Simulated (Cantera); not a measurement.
Adiabatic ignition

An adiabatic, constant-pressure homogeneous reactor starts with H2 : O2 : N2 : NO = 1 : 0.694 : 7.64 : 0.012 (molar parts), at 1023 K and 0.810 bar.

Cantera simulation using GRI-Mech 3.0 (53 species, 325 reactions); the numbers are that mechanism's predictions, not measurements. The mechanism lacks 2 NO + O2 → 2 NO2 and HONO, so NO2 and the effect of NO are under-described below about 1400 K.

```json
[
 {"t (s)": "1.00e-6", "T (K)": "1023", "x H2": "0.107", "x O2": "0.0743", "x NO": "0.00128", "x NO2": "<1e-12", "x O": "<1e-12"},
 {"t (s)": "3.16e-6", "T (K)": "1023", "x H2": "0.107", "x O2": "0.0743", "x NO": "0.00128", "x NO2": "1.82e-12", "x O": "1.66e-12"},
 {"t (s)": "1.00e-5", "T (K)": "1023", "x H2": "0.107", "x O2": "0.0743", "x NO": "0.00128", "x NO2": "1.56e-11", "x O": "1.04e-11"},
 {"t (s)": "3.16e-5", "T (K)": "1023", "x H2": "0.107", "x O2": "0.0743", "x NO": "0.00128", "x NO2": "1.64e-10", "x O": "7.83e-11"},
 {"t (s)": "0.000100", "T (K)": "1023", "x H2": "0.107", "x O2": "0.0743", "x NO": "0.00128", "x NO2": "5.66e-9", "x O": "2.60e-9"},
 {"t (s)": "0.000316", "T (K)": "1027", "x H2": "0.106", "x O2": "0.0737", "x NO": "0.00128", "x NO2": "3.10e-6", "x O": "5.47e-5"},
 {"t (s)": "0.00100", "T (K)": "1760", "x H2": "0.00234", "x O2": "0.0220", "x NO": "0.00136", "x NO2": "3.52e-7", "x O": "0.00104"},
 {"t (s)": "0.00316", "T (K)": "1799", "x H2": "0.000250", "x O2": "0.0217", "x NO": "0.00136", "x NO2": "9.02e-7", "x O": "0.000107"},
 {"t (s)": "0.0100", "T (K)": "1803", "x H2": "5.76e-5", "x O2": "0.0218", "x NO": "0.00136", "x NO2": "9.95e-7", "x O": "2.51e-5"},
 {"t (s)": "0.0316", "T (K)": "1804", "x H2": "4.75e-5", "x O2": "0.0218", "x NO": "0.00136", "x NO2": "9.83e-7", "x O": "2.08e-5"},
 {"t (s)": "0.100", "T (K)": "1804", "x H2": "4.75e-5", "x O2": "0.0218", "x NO": "0.00136", "x NO2": "9.83e-7", "x O": "2.08e-5"},
 {"t (s)": "0.316", "T (K)": "1804", "x H2": "4.75e-5", "x O2": "0.0218", "x NO": "0.00136", "x NO2": "9.83e-7", "x O": "2.08e-5"},
 {"t (s)": "1.00", "T (K)": "1804", "x H2": "4.75e-5", "x O2": "0.0218", "x NO": "0.00136", "x NO2": "9.84e-7", "x O": "2.08e-5"}
]
```
x: mole fraction; the columns are a selection and need not sum to one.

| Property | Value |
|---|---|
| time of steepest temperature rise | 0.406 ms |
| temperature at 1.00 s | 1804 K |
| equilibrium temperature | 1803 K |
| x(H2) at 1.00 s | 4.75e-5 (gas-phase equilibrium 4.75e-5) |
| x(O2) at 1.00 s | 0.0218 (gas-phase equilibrium 0.0218) |
| x(NO) at 1.00 s | 0.00136 (gas-phase equilibrium 0.00142) |
